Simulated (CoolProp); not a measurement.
Dimethyl carbonate at several states: density (kg/m³) from the reference equation and from simpler models built on Tc = 283.9 °C, pc = 49.09 bar, ω = 0.346; each cubic takes its own stable root.

Model: reference Helmholtz-energy equation of state, Zhou 2011, in CoolProp.

| T (°C) | p (bar) | phase | reference |
|---|---|---|---|
| 275.95 | 2.23 | gas | 4.474 |
| 98.25 | 4.49 | liquid | 962.8 |
| 325.65 | 20.5 | gas | 42.20 |
| 250.25 | 0.274 | gas | 0.5685 |

### Question
How far does each simpler model (van der Waals, Redlich-Kwong, Peng-Robinson) lie from the reference over these 4 states: mean and median of the absolute difference, and the worst?

### Answer
- van der Waals: mean 24.9 %, median 0.5 %, worst -98.5 % at 98.25 °C and 4.49 bar
- Redlich-Kwong: mean 3.9 %, median 0.2 %, worst -15.1 % at 98.25 °C and 4.49 bar
- Peng-Robinson: mean 0.6 %, median 0.6 %, worst +1.1 % at 325.65 °C and 20.5 bar

At some of these states van der Waals gives the other phase, because its saturation line lies elsewhere.
